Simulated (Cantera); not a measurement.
Charge: 1 mol C2F6, 0.083 mol H2, equilibrated at 2148.15 K and 0.100 bar.

Cantera equilibrium calculation (NASA polynomials, part measured and part estimated; ideal gas, pure solids and liquids). Candidate condensed phases: C, C6H6, C7H8, C8H18; 95 gas species. The feed counts by its element totals alone. The tables' values for C2F4 are old estimates; treat these amounts as uncertain. Gases not in the tables: C2F6 and larger saturated fluorocarbons. Kinetics and transport are ignored.

Base state: CF4 0.775, CF2 0.0970, HF 0.0952, F 0.0222, CF3 0.0108, CF 0.000203, C2F4 1.46e-5 (mole fractions); condensed: C(graphite).

Question: What changes in the equilibrium state with this change: temperature from 2148.15 K to 3300 K?

Answer: 
```csv
species,before,after
F,0.0222,0.720
CF,0.000203,0.129
CF2,0.0970,0.0718
CF4,0.775,1.26e-5
C3,8.23e-9,0.0388
CF3,0.0108,0.000205
HF,0.0952,0.0277
C2,<1e-9,0.00474
C5,<1e-9,0.00126
"C(graphite), mol",0.462,0
```

Question: What changes in the equilibrium state with this change: temperature from 2148.15 K to 3523.15 K?

Answer: 
| species | before | after |
|---|---|---|
| F | 0.0222 | 0.766 |
| CF | 0.000203 | 0.112 |
| C3 | 8.23e-9 | 0.0461 |
| CF4 | 0.775 | 4.96e-7 |
| C2 | <1e-9 | 0.0102 |
| C | 5.94e-9 | 0.0178 |
| CF3 | 0.0108 | 2.62e-5 |
| CF2 | 0.0970 | 0.0199 |
| HF | 0.0952 | 0.0243 |
| C5 | <1e-9 | 0.000843 |
| C4 | <1e-9 | 0.000287 |
| C2H | <1e-9 | 3.22e-5 |
| C2F4 | 1.46e-5 | 1.95e-9 |
| H | 5.37e-7 | 0.00171 |
| C(graphite), mol | 0.462 | 0 |
